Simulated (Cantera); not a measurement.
An isothermal, constant-pressure homogeneous reactor starts with 66.7 % CH4, 33.3 % CO2, at 1550 K and 0.133 bar.

Detailed kinetics in Cantera: GRI-Mech 3.0 (53 species, 325 reactions). GRI-Mech 3.0 stops at C3 and has no aromatics, soot or wall deposition, so with more carbon than oxygen in the feed, carbon stays in small species such as C2H2 where larger ones or solid carbon would form.

x: mole fraction; the columns are a selection and need not sum to one.

| t (s) | x CH4 | x CO2 | x C2H4 | x CH2O | x CH2CO | x CH3 | x H2O |
|---|---|---|---|---|---|---|---|
| 0.000700 | 0.666 | 0.333 | 5.87e-6 | 8.05e-8 | <1e-12 | 0.000227 | 8.54e-7 |
| 0.00206 | 0.666 | 0.333 | 9.60e-5 | 1.14e-6 | 9.43e-12 | 0.000474 | 3.66e-6 |
| 0.00608 | 0.662 | 0.333 | 0.000923 | 6.63e-6 | 3.44e-10 | 0.000783 | 2.29e-5 |
| 0.0179 | 0.642 | 0.330 | 0.00593 | 1.31e-5 | 1.38e-8 | 0.00108 | 0.000223 |
| 0.0528 | … | 0.315 | … | … | … | … | … |
| 0.156 | 0.444 | 0.275 | 0.00721 | 5.90e-6 | 4.15e-6 | 0.000684 | 0.0140 |
| 0.458 | 0.276 | 0.194 | 0.00327 | 2.75e-6 | 1.57e-5 | 0.000444 | 0.0589 |
| 1.35 | 0.115 | 0.0725 | 0.00187 | 8.78e-7 | 3.75e-5 | 0.000234 | 0.141 |
| 3.98 | … | … | … | … | … | … | 0.140 |
| 11.7 | 0.0242 | 0.0163 | 0.00149 | 7.50e-8 | 1.53e-5 | 5.97e-5 | 0.0842 |
| 34.6 | 0.0151 | 0.00641 | 0.00123 | 2.28e-8 | 4.11e-6 | 3.57e-5 | 0.0312 |
| 102 | 0.00926 | 0.000821 | 0.00107 | 1.19e-8 | 5.38e-7 | 2.15e-5 | 0.00390 |
| 300 | 0.00822 | 3.56e-6 | 0.00105 | 1.12e-8 | 1.35e-7 | 1.91e-5 | 1.69e-5 |

### Question
What belongs in the gaps?

### Answer

- 0.0528, x CH4: 0.572
- 0.0528, x C2H4: 0.0126
- 0.0528, x CH2O: 1.05e-5
- 0.0528, x CH2CO: 4.66e-7
- 0.0528, x CH3: 0.000956
- 0.0528, x H2O: 0.00220
- 3.98, x CH4: 0.0397
- 3.98, x CO2: 0.0260
- 3.98, x C2H4: 0.00166
- 3.98, x CH2O: 2.25e-7
- 3.98, x CH2CO: 3.42e-5
- 3.98, x CH3: 0.000100
